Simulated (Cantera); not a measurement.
A Cantera script and what it prints.

```python
import numpy as np
import cantera as ct

gas_names = """
    O3 F2
""".split()
cond_names = """
    MgF2(s) MgF2(L) MgO(s) MgO(L)
""".split()


# ... load() reads the species with a 1 bar reference pressure and builds the phases ...
species = {s.name: s for s in load("nasa_gas.yaml", gas_names) + load("nasa_condensed.yaml", cond_names)}
# Each term lists the table entries of one substance; the one whose range holds T is used.
reactions = {
    'O3(g) + 3 MgF2 = 3 F2(g) + 3 MgO':
        [(-1, ['O3']), (-3, ['MgF2(s)', 'MgF2(L)']), (3, ['F2']), (3, ['MgO(s)', 'MgO(L)'])],
}


def pick(names, T):
    return next(species[n] for n in names if species[n].thermo.min_temp <= T <= species[n].thermo.max_temp)


results = []
for label, terms in reactions.items():
    print(label)
    print("     T/K   dH/kJ  dS/(J/K)   dG/kJ   log10 K")
    for T in [300, 750, 900, 1050, 1200, 1350, 1500]:
        used = [(nu, pick(names, T)) for nu, names in terms]
        dH = sum(nu * s.thermo.h(T) for nu, s in used) / 1e6
        dS = sum(nu * s.thermo.s(T) for nu, s in used) / 1e3
        dG = dH - T * dS / 1e3
        logK = -dG * 1e6 / (ct.gas_constant * T * np.log(10))
        results.append((label, T, dH, dS, dG, logK, [s.name for _, s in used]))
        print(f"{T:8g} {dH:8.1f} {dS:8.1f} {dG:8.1f} {logK:8.2f}")
```

Output:

```
O3(g) + 3 MgF2 = 3 F2(g) + 3 MgO
     T/K   dH/kJ  dS/(J/K)   dG/kJ   log10 K
     300   1427.2    278.3   1343.7  -233.96
     750   1415.5    255.3   1224.0   -85.25
     900   1410.8    249.6   1186.1   -68.84
    1050   1405.9    244.6   1149.1   -57.16
    1200   1401.2    240.4   1112.7   -48.43
    1350   1396.5    236.7   1077.0   -41.67
    1500   1391.6    233.3   1041.7   -36.27
```

Standard-state values (1 bar) from the NASA 1993 polynomials, evaluated with Cantera. Condensed species are held in their standard states even where they would react or evaporate.
